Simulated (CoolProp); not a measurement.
The numbers come from the reference Helmholtz-energy equation of state, Bücker 2006 in CoolProp.

Give the vapour pressure (MPa), liquid cp (kJ/(kg K)), vapour Z, vapour viscosity (µPa s) of saturated ethane at 227.3, 239.7 K.


| T (K) | p (MPa) | liquid cp (kJ/(kg K)) | vapour Z | vapour viscosity (µPa s) |
|---|---|---|---|---|
| 227.3 | 0.639 | 2.71 | 0.877 | 7.36 |
| 239.7 | 0.958 | 2.84 | 0.837 | 7.87 |

Viscosity comes from a separate model (Friend 1991).
